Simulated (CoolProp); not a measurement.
c-C4F8 (RC318) at 414.17 K and 9.97 MPa is throttled through a valve to 3.11 MPa with no heat exchange. Each further row changes one setting.

Values from CoolProp's reference Helmholtz-energy equation of state, Platzer 1990. This equation is an older, rougher fit; its heat capacities, sound speeds and derivatives of the liquid may be far off and weren't checked against measurements.

```tsv
case	temperature change (K)	final phase	final density (kg/m³)
as stated	-19.8	supercritical	…
outlet pressure 0.933 MPa	-67.6	…	80.8
outlet pressure 4.04 MPa	…	supercritical	803
```

Question: Complete the blanks.

Answer: 
- as stated, final density (kg/m³): 618
- outlet pressure 0.933 MPa, final phase: gas
- outlet pressure 4.04 MPa, temperature change (K): -11.1
